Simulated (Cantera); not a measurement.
**Thermodynamics of iron carbonyl, mercury and lead vapours, feed PbO + O2 + N2**

A closed system holds: 1 mol PbO, 0.031 mol O2, 2.2 mol N2, equilibrated at 1200 K and 75.0 Torr.

Equilibrium computed with Cantera from the NASA thermochemical tables; the gas is ideal and each condensed phase is pure. Candidate condensed phases: Pb, PbO, PbO2, Pb3O4; 12 gas species. Rates play no part.

| Item | Value |
|---|---|
| x(N2) | 0.985 |
| x(O2) | 0.0139 |
| x(PbO) | 0.000682 |
| x(NO) | 5.62e-5 |
| x(Pb) | 7.22e-6 |
| n(PbO(l)) | 0.998 mol |
| gas amount | 2.233 mol |
| log10 activity of Pb(l) (absent) | -2.95 |
| log10 activity of PbO2(s) (absent) | -4.06 |
